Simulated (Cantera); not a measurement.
Reactions in the system C-Ca-H-S

Cantera with NASA thermochemical tables; ideal gases at 1 bar, condensed phases pure. Values are per mole of reaction as written; species without (g) are pure solids or liquids, kept so even where they would boil at 1 bar.

CH4(g) + 2 CaS = 4 H(g) + CS2(g) + 2 Ca(g)

| T (K) | ΔH° (kJ) | ΔS° (J/K) | ΔG° (kJ) | log10 K |
|---|---|---|---|---|
| 1375 | 2378.4 | 735.7 | 1366.8 | -51.92 |
| 1525 | 2376.2 | 734.2 | 1256.6 | -43.04 |
| 1675 | 2373.4 | 732.4 | 1146.6 | -35.76 |
| 1825 | 2369.9 | 730.5 | 1036.9 | -29.68 |
| 1975 | 2365.9 | 728.3 | 927.4 | -24.53 |
| 2125 | 2361.4 | 726.2 | 818.4 | -20.12 |
| 2275 | 2356.5 | 723.9 | 709.6 | -16.29 |
| 2425 | 2351.3 | 721.7 | 601.2 | -12.95 |
| 2575 | 2345.8 | 719.5 | 493.1 | -10.00 |
